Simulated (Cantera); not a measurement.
Charge: 1 mol trisilylamine, 2.3 mol N2, 0.74 mol NH3, at 1177 °C and 750 Torr.

Method: chemical equilibrium by Gibbs-energy minimisation in Cantera with the NASA 1993 tables (ideal gas, pure condensed phases). Candidate condensed phases: Si, Si3N4; 18 gas species. The feed counts by its element totals alone. Equilibrium is a limit: real reactors are often held back by kinetics, nucleation or transport.

Base state: H2 0.827, N2 0.173, NH3 2.26e-5 (mole fractions); condensed: Si3N4(s).

Question: What changes in the equilibrium state with this change: temperature from 1177 °C to 1702 °C?

Answer: 
```tsv
species	before	after
H2	0.827	0.826
N2	0.173	0.173
H	8.60e-6	0.00124
SiH2	1.36e-9	5.89e-5
Si	<1e-9	2.51e-5
SiH	<1e-9	1.64e-5
NH3	2.26e-5	6.54e-6
Si3N4(s), mol	1.00	1.000
```
Gases not in the tables: Si2H6 and higher silanes.
